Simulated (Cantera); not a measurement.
What does this Cantera script print?

```python
import numpy as np
import cantera as ct

gas_names = [...]  # 151 gases of nasa_gas.yaml made of C, H, N, O, Si
cond_names = """
    C(gr) C6H6(L) C7H8(L) C8H18(L),n-octa H2O(s) H2O(L) Si(cr) Si(L) SiC(b) SiO2(Lqz) SiO2(hqz) SiO2(L)
    Si2N2O(s) Si3N4(a)
""".split()


# ... load() reads the species with a 1 bar reference pressure and builds the phases ...
atoms = {
    'SiC': {'Si': 1, 'C': 1},
    'N2O': {'N': 2, 'O': 1},
    'H2': {'H': 2},
    'H2O': {'H': 2, 'O': 1},
}
top_T = {'C(gr)': 4500, 'SiC(b)': 3050, 'Si2N2O(s)': 2100, 'Si3N4(a)': 2400}  # K; cautious upper limits of use, not melting points


# ... equilibrate(T, P, feed) seeds the gas with the atoms and calls Mixture.equilibrate('TP', solver="vcs", rtol=1e-11, max_steps=5000) ...
results = []
feed = {'SiC': 1, 'N2O': 0.81, 'H2': 610, 'H2O': 0.0045}  # mol
P = 1000  # Pa
for T in [1323, 1373, 1423, 1473, 1523, 1573, 1623, 1673, 1723, 1773]:
    mix = equilibrate(T, P, feed)
    results.append((T, P, feed, dict(zip(mix.species_names, mix.species_moles))))

top = {s: max(r[3][s] / sum(r[3][g] for g in gas_names) for r in results) for s in gas_names}
cols = sorted((s for s in top if top[s] > 0.0001), key=lambda s: -top[s])[:8]
seen = [c for c in cond_names if any(r[3].get(c, 0) > 1e-12 for r in results)]
print("log10 of partial pressures in bar; condensed amounts in mol")
print(f"{'T/K':>10s}" + "".join(f"{s[:9]:>10s}" for s in cols + seen))
for T, P, feed, n in results:
    ng = sum(n[g] for g in gas_names)
    print(f"{T:10.4g}" + "".join(f"{np.log10(max(n[s] / ng * P / 1e5, 1e-99)):10.3f}" for s in cols)
          + "".join(f"{n.get(c, 0):10.4g}" for c in seen))
```

It prints:

```
log10 of partial pressures in bar; condensed amounts in mol
       T/K        H2         H        N2        CO       SiO    SiC(b) Si2N2O(s)
      1323    -2.001    -6.800    -5.057    -5.057    -7.175    0.4481    0.2739
      1373    -2.001    -6.478    -5.045    -5.059    -6.424    0.4607    0.2581
      1423    -2.001    -6.178    -5.002    -5.082    -5.754    0.4911    0.2006
      1473    -2.001    -5.898    -4.887    -5.169    -5.203    0.5837   0.01641
      1523    -2.001    -5.637    -4.878    -5.178    -5.176    0.5916         0
      1573    -2.001    -5.392    -4.879    -5.178    -5.176    0.5909         0
      1623    -2.001    -5.161    -4.879    -5.177    -5.177    0.5894         0
      1673    -2.002    -4.944    -4.879    -5.175    -5.178    0.5862         0
      1723    -2.002    -4.740    -4.880    -5.170    -5.184    0.5791         0
      1773    -2.002    -4.547    -4.881    -5.159    -5.197    0.5639         0
```

Equilibrium computed with Cantera from the NASA thermochemical tables; the gas is ideal and each condensed phase is pure. Mutual solubility and eutectic melting of coexisting phases are not modelled.
